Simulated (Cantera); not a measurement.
What does this Cantera script print?

```python
import numpy as np
import cantera as ct

gas = ct.Solution("gri30.yaml")
gas.TPX = 1348, 1000000, {'CH4': 1, 'H2O': 0.35}
reactor = ct.IdealGasConstPressureReactor(gas, energy="off", clone=False)
net = ct.ReactorNet([reactor])
net.rtol, net.atol = 1e-08, 1e-18
show = ['CH4', 'H2O', 'HCO', 'CO2', 'OH', 'C2H4']
times = np.geomspace(5e-06, 5, 13)

steps = ct.SolutionArray(gas, extra=["t"])
rows = []
print(f"{'t/s':>10s}{'T/K':>9s}{'P/Pa':>11s}" + "".join(f"{s:>11s}" for s in show))
for t in times:
    while net.time < t:
        t_next = net.step()
        steps.append(gas.state, t=t_next)
    rows.append([np.interp(t, steps.t, y) for y in (steps.T, steps.P, *steps(*show).X.T)])
    print(f"{t:10.3e}{rows[-1][0]:9.1f}{rows[-1][1]:11.4g}" + "".join(f"{x:11.3e}" for x in rows[-1][2:]))
rate = np.gradient(steps.T, steps.t)
print("integrator steps:", len(steps.t))
if steps.T.max() > steps.T[0] + 200:
    print(f"time of steepest temperature rise: {steps.t[rate.argmax()]:.4e} s")
gas.TPX = 1348, 1000000, {'CH4': 1, 'H2O': 0.35}
gas.equilibrate("TP")
print(f"equilibrium (TP): T = {gas.T:.1f} K  " + "  ".join(f"{s} {gas[s].X[0]:.3e}" for s in show))
```

It prints:

```
       t/s      T/K       P/Pa        CH4        H2O        HCO        CO2         OH       C2H4
 5.000e-06   1348.0      1e+06  7.407e-01  2.593e-01  4.663e-21  1.534e-27  1.628e-10  8.411e-12
 1.581e-05   1348.0      1e+06  7.407e-01  2.593e-01  4.169e-19  3.717e-24  5.022e-10  3.215e-10
 5.000e-05   1348.0      1e+06  7.407e-01  2.593e-01  3.202e-17  8.597e-21  1.422e-09  9.611e-09
 1.581e-04   1348.0      1e+06  7.407e-01  2.593e-01  8.112e-16  6.852e-18  2.476e-09  1.472e-07
 5.000e-04   1348.0      1e+06  7.407e-01  2.593e-01  4.683e-15  7.830e-16  2.609e-09  8.872e-07
 1.581e-03   1348.0      1e+06  7.405e-01  2.593e-01  2.038e-14  4.055e-14  2.720e-09  4.616e-06
 5.000e-03   1348.0      1e+06  7.401e-01  2.592e-01  1.023e-13  2.044e-12  3.022e-09  3.069e-05
 1.581e-02   1348.0      1e+06  7.387e-01  2.592e-01  5.428e-13  1.273e-10  3.642e-09  2.539e-04
 5.000e-02   1348.0      1e+06  7.332e-01  2.587e-01  1.469e-12  6.387e-09  4.200e-09  1.743e-03
 1.581e-01   1348.0      1e+06  7.141e-01  2.565e-01  1.605e-12  1.408e-07  4.162e-09  6.120e-03
 5.000e-01   1348.0      1e+06  6.591e-01  2.495e-01  1.872e-12  2.361e-06  4.122e-09  1.494e-02
 1.581e+00   1348.0      1e+06  5.536e-01  2.374e-01  7.728e-12  5.525e-05  5.801e-09  4.225e-02
 5.000e+00   1348.0      1e+06  5.212e-01  2.296e-01  3.269e-11  8.753e-04  6.547e-09  5.041e-02
integrator steps: 1314
equilibrium (TP): T = 1348.0 K  CH4 3.115e-01  H2O 2.483e-04  HCO 2.841e-09  CO2 4.187e-05  OH 4.101e-12  C2H4 2.023e-03
```

Detailed kinetics in Cantera: GRI-Mech 3.0 (53 species, 325 reactions). GRI-Mech 3.0 stops at C3 and has no aromatics, soot or wall deposition, so with more carbon than oxygen in the feed, carbon stays in small species such as C2H2 where larger ones or solid carbon would form.
